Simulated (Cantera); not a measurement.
An isothermal, constant-pressure homogeneous reactor starts with CO : O2 : H2O : N2 = 0.0081 : 0.038 : 0.03 : 1 (molar parts), at 1250 K and 500000 Pa.

Cantera simulation using GRI-Mech 3.0 (53 species, 325 reactions); the numbers are that mechanism's predictions, not measurements.

x: mole fraction; the columns are a selection and need not sum to one.

```
t (s)         x CO    x O2   x H2O     x N2O      x H2
--------  --------  ------  ------  --------  --------
6.00e-5    0.00753  0.0353  0.0279  2.66e-12  6.69e-10
0.000173   0.00753  0.0353  0.0279  4.63e-11   1.67e-8
0.000501   0.00741  0.0352  0.0279         ?   5.88e-6
0.00145    0.00544  0.0343  0.0278         ?   4.26e-5
0.00418    0.00255  0.0329  0.0279         ?   2.09e-5
0.0121    0.000640  0.0320  0.0280   7.44e-7   4.90e-6
0.0348     7.41e-5  0.0317  0.0280   8.03e-7   5.55e-7
0.101      3.10e-6  0.0317  0.0280         ?   2.87e-8
0.291      3.25e-8  0.0317  0.0280         ?   2.91e-9
0.839      1.04e-9  0.0317  0.0280         ?   2.47e-9
2.42       1.03e-9  0.0317  0.0280   2.02e-8   2.44e-9
7.00       1.03e-9  0.0317  0.0280   1.98e-8   2.44e-9
```

Q: Complete the blanks.

A: 
- 0.000501, x N2O: 1.06e-8
- 0.00145, x N2O: 1.94e-7
- 0.00418, x N2O: 4.99e-7
- 0.101, x N2O: 6.81e-7
- 0.291, x N2O: 3.80e-7
- 0.839, x N2O: 7.99e-8
